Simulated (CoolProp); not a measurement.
Vapour-liquid equilibrium of R143a (1) + R134a (2) at 0.773 bar; x and y are mole fractions of (1).

Computed with CoolProp (multi-fluid Helmholtz-energy mixture model, Lemmon and Jacobsen 2000 and Tillner-Roth 1994; pair parameters Lemmon 2004).

| x | bubble temperature, mixture model (°C) | bubble temperature, Raoult's law (°C) | y, mixture model | y, Raoult's law |
|---|---|---|---|---|
| 0.05 | -33.4 | -33.4 | 0.117 | 0.121 |
| 0.125 | -35.6 | -35.7 | 0.268 | 0.275 |
| 0.2 | -37.6 | -37.7 | 0.394 | 0.403 |
| 0.275 | -39.5 | -39.6 | 0.501 | 0.510 |
| 0.35 | -41.3 | -41.4 | 0.591 | 0.600 |
| 0.425 | -43.0 | -43.1 | 0.668 | 0.676 |
| 0.5 | -44.5 | -44.6 | 0.734 | 0.741 |
| 0.575 | -46.0 | -46.1 | 0.790 | 0.797 |
| 0.65 | -47.4 | -47.4 | 0.840 | 0.845 |
| 0.725 | -48.6 | -48.7 | 0.882 | 0.887 |
| 0.8 | -49.9 | -49.9 | 0.920 | 0.923 |
| 0.875 | -51.0 | -51.0 | 0.953 | 0.955 |
| 0.95 | -52.1 | -52.1 | 0.982 | 0.983 |

The largest gap from Raoult's law is +0.1 K in bubble temperature, at x = 0.275. No azeotrope shows between x = 0.05 and 0.95.

Pair parameters are fitted to limited data, so mixtures are less certain than the pure fluids.
